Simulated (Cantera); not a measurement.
# Ignition delay

Mixture: CO : H₂ : O₂ : N₂ = 1 : 0.3 : 0.325 : 1.22 (molar parts), at 4.80 bar, adiabatic and at constant pressure. Ignition delay is the time to a rise of 400 K.

Detailed kinetics in Cantera: GRI-Mech 3.0 (53 species, 325 reactions). The hydrogen kinetics of GRI-Mech 3.0 are dated; newer H2 mechanisms differ, most at raised pressure. Where the delays flatten at high temperature, the 400 K rule measures the pace of heat release, not the induction time.

```csv
T0 (K),delay (ms)
1098,0.121
1198,0.0229
1298,0.0110
1398,0.00700
1498,0.00514
1598,0.00413
1698,0.00355
1798,0.00324
1898,0.00310
1998,0.00310
```
